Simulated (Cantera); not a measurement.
Feed: 1 mol NaI, 5.9 mol H2, at 1825 K and 0.00133 bar.

Equilibrium computed with Cantera from the NASA thermochemical tables; the gas is ideal and each condensed phase is pure. Candidate condensed phases: I2, Na, NaI; 9 gas species. Rates play no part.

Base state: H2 0.785, Na 0.0699, I 0.0677, NaI 0.0643, H 0.0107, HI 0.00216, NaH 1.51e-5 (mole fractions); condensed: gas only.

Problem. What changes in the equilibrium state with this change: temperature from 1825 K to 1698.15 K?

Solution. 
```json
[
 {"species": "H2", "before": "0.785", "after": "0.817"},
 {"species": "NaI", "before": "0.0643", "after": "0.0982"},
 {"species": "Na", "before": "0.0699", "after": "0.0407"},
 {"species": "H", "before": "0.0107", "after": "0.00358"},
 {"species": "I", "before": "0.0677", "after": "0.0388"},
 {"species": "NaH", "before": "1.51e-5", "after": "8.27e-6"},
 {"species": "HI", "before": "0.00216", "after": "0.00192"}
]
```
Gases not in the tables: NaBr and NaI dimers.

Problem. What changes in the equilibrium state with this change: temperature from 1825 K to 1650 K?

Solution. 
```tsv
species	before	after
H2	0.785	0.826
NaI	0.0643	0.109
Na	0.0699	0.0314
H	0.0107	0.00226
I	0.0677	0.0296
NaH	1.51e-5	6.19e-6
HI	0.00216	0.00176
```
Gases not in the tables: NaBr and NaI dimers.
